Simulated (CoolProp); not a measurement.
Model: reference Helmholtz-energy equation of state, Span 2000, in CoolProp.

Problem. For nitrogen, give the phase and the Z, Joule-Thomson coefficient (K/MPa), viscosity (µPa s), conductivity (mW/(m K)) at -183.45 °C and 0.951 MPa.

Solution. 
- -183.45 °C and 0.951 MPa: liquid; Z 0.0477, Joule-Thomson coefficient -0.239, viscosity 105, conductivity 121

Viscosity comes from a separate model (Lemmon 2004). Thermal conductivity comes from a separate model (Lemmon 2004).
